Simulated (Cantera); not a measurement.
A closed system holds: 1 mol S, 1.1 mol H2O, 0.22 mol N2, held at 1650 °C and 0.000970 bar.

Cantera equilibrium calculation (NASA polynomials, part measured and part estimated; ideal gas, pure solids and liquids). Candidate condensed phases: H2O, H2SO4, S; 35 gas species. Kinetics and transport are ignored.

Base state: H2 0.311, H2O 0.203, SO2 0.121, S2 0.121, N2 0.106, SO 0.0846, S 0.0210, H 0.0169 (mole fractions); condensed: gas only.

### Question
What changes in the equilibrium state with this change: 0.94 mol CO2 added?

### Answer
```json
[
 {"species": "CO", "before": "0", "after": "0.236"},
 {"species": "H2O", "before": "0.203", "after": "0.175"},
 {"species": "SO2", "before": "0.121", "after": "0.168"},
 {"species": "H2", "before": "0.311", "after": "0.162"},
 {"species": "S2", "before": "0.121", "after": "0.0304"},
 {"species": "CO2", "before": "0", "after": "0.0597"},
 {"species": "SH", "before": "0.0116", "after": "0.00419"},
 {"species": "S", "before": "0.0210", "after": "0.0105"},
 {"species": "N2", "before": "0.106", "after": "0.0693"},
 {"species": "H", "before": "0.0169", "after": "0.0122"},
 {"species": "SO", "before": "0.0846", "after": "0.0705"},
 {"species": "COS", "before": "0", "after": "3.37e-5"},
 {"species": "H2S", "before": "0.00247", "after": "0.000645"},
 {"species": "O2", "before": "1.09e-5", "after": "3.01e-5"},
 {"species": "S2O", "before": "0.000584", "after": "0.000245"},
 {"species": "O", "before": "3.84e-5", "after": "6.37e-5"}
]
```
Further candidate phases: C, C6H6, C7H8, C8H18.
